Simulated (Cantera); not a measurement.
Feed: 1 mol FeS₂, 35 mol H₂, 0.53 mol H₂O, at 44.0 Pa.

Cantera equilibrium calculation (NASA polynomials, part measured and part estimated; ideal gas, pure solids and liquids). Candidate condensed phases: Fe, FeO, Fe(OH)₂, Fe(OH)₃, FeS, FeSO₄, FeS₂, Fe₂O₃, Fe₂(SO₄)₃, Fe₃O₄, H₂O, H₂SO₄, S; 22 gas species. FeS: taken at fixed stoichiometry. The numbers say what is thermodynamically allowed, not how fast it happens.

Problem. At 1375 K, list the 4 most abundant gas species with their mole fractions, and the condensed phases.

Solution. H₂ 0.965, H₂O 0.0148, H₂S 0.0123, S₂ 0.00742. Condensed: FeS(s).
